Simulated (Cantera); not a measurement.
A closed system holds: 1 mol SiH₄, 0.85 mol N₂O, 1.3 mol H₂, equilibrated at 41000 Pa.

Cantera equilibrium calculation (NASA polynomials, part measured and part estimated; ideal gas, pure solids and liquids). Candidate condensed phases: H₂O, Si, SiO₂, Si₂N₂O, Si₃N₄; 35 gas species. Mutual solubility and eutectic melting of coexisting phases are not modelled. The tables hold silica as quartz up to 1696 K and as liquid above; real silica turns to tridymite and cristobalite and melts near 1996 K. Equilibrium is a limit: real reactors are often held back by kinetics, nucleation or transport.

x: gas mole fraction; n: condensed amount in mol.

```tsv
T (K)	x H₂	x N₂	x NH₃	x H₂O	n SiO₂(α-quartz)	n Si₂N₂O(s)	n SiO₂(β-quartz)
625	0.874	0.123	0.00323	___	0.233	0.383	0
675	0.875	0.123	0.00154	___	0.233	0.383	0
725	0.876	0.124	0.000809	___	0.233	0.383	0
775	0.876	0.124	0.000458	___	0.233	0.383	0
825	0.876	0.124	0.000277	___	0.233	0.383	0
875	0.876	0.124	0.000176	___	0	0.383	0.233
925	0.876	0.124	0.000118	___	0	0.383	0.233
975	0.876	0.124	8.16e-5	___	0	0.383	0.233
1025	0.876	0.124	5.86e-5	___	0	0.383	0.233
1075	0.876	0.124	4.33e-5	___	0	0.383	0.233
1125	0.876	0.124	3.28e-5	___	0	0.383	0.233
1175	0.876	0.124	2.55e-5	___	0	0.383	0.233
```

Question: Complete the blanks.

Answer: 
- 625, x H₂O: 1.98e-6
- 675, x H₂O: 3.81e-6
- 725, x H₂O: 6.66e-6
- 775, x H₂O: 1.08e-5
- 825, x H₂O: 1.63e-5
- 875, x H₂O: 2.34e-5
- 925, x H₂O: 3.22e-5
- 975, x H₂O: 4.26e-5
- 1025, x H₂O: 5.49e-5
- 1075, x H₂O: 6.89e-5
- 1125, x H₂O: 8.47e-5
- 1175, x H₂O: 0.000102
